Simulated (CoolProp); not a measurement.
Carbon dioxide along the isotherm 416.7 K: density (kg/m³) from the reference equation and from simpler models built on Tc = 304.1 K, pc = 7.377 MPa, ω = 0.224; each cubic takes its own stable root.

Computed with CoolProp (reference Helmholtz-energy equation of state, Span 1996).

```csv
p (MPa),phase,reference
2.31,gas,30.43
4.61,gas,63.05
6.92,gas,98.34
9.22,supercritical,136.1
11.5,supercritical,176.2
13.8,supercritical,219.0
16.1,supercritical,263.5
18.4,supercritical,308.7
20.7,supercritical,353.4
23.1,supercritical,398.3
25.4,supercritical,438.6
27.7,supercritical,475.8
30,supercritical,509.7
32.3,supercritical,540.5
34.6,supercritical,568.4
36.9,supercritical,593.7
```

Question: How far does each simpler model (ideal gas, Redlich-Kwong, Soave-Redlich-Kwong, Peng-Robinson) lie from the reference over these 16 states: mean and median of the absolute difference, and the worst?

Answer: 
- ideal gas: mean 19.8 %, median 22.5 %, worst -26.4 % at 416.7 K and 25.4 MPa
- Redlich-Kwong: mean 2.1 %, median 2.0 %, worst +3.9 % at 416.7 K and 16.1 MPa
- Soave-Redlich-Kwong: mean 5.7 %, median 6.8 %, worst -9.0 % at 416.7 K and 30 MPa
- Peng-Robinson: mean 1.6 %, median 1.6 %, worst -2.9 % at 416.7 K and 27.7 MPa
